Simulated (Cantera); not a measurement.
Input: 1 mol Si3N4, 0.13 mol H2, at 670000 Pa.

Cantera equilibrium calculation (NASA polynomials, part measured and part estimated; ideal gas, pure solids and liquids). Candidate condensed phases: Si, Si3N4; 18 gas species. Mutual solubility and eutectic melting of coexisting phases are not modelled. The tables' values for SiN are old estimates; treat these amounts as uncertain. Gases not in the tables: Si2H6 and higher silanes. Rates play no part.

Problem. At 2300 K, list the 7 most abundant gas species with their mole fractions, and the condensed phases.

Solution. N2 0.739, H2 0.258, H 0.00190, Si 0.000139, SiH2 0.000121, SiH 6.72e-5, Si2N 4.43e-5. Condensed: Si(l) + Si3N4(s).
